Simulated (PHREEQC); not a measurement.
Dissolve 0.0039 mol Na2SiO3 per kg of water at 20 °C. Closed to the air; pH follows from the charge balance.

Model: ion-association model, wateq4f.dat, run in PHREEQC.

The ionic strength comes out as 0.00792 mol/kgw. What activity coefficients do Na+, OH-, H2SiO4-2, H3SiO4- get?

Na+ 0.91, OH- 0.91, H2SiO4-2 0.70, H3SiO4- 0.91.

This is a speciation only: nothing precipitates in the calculation. Species that the database lacks are ignored.
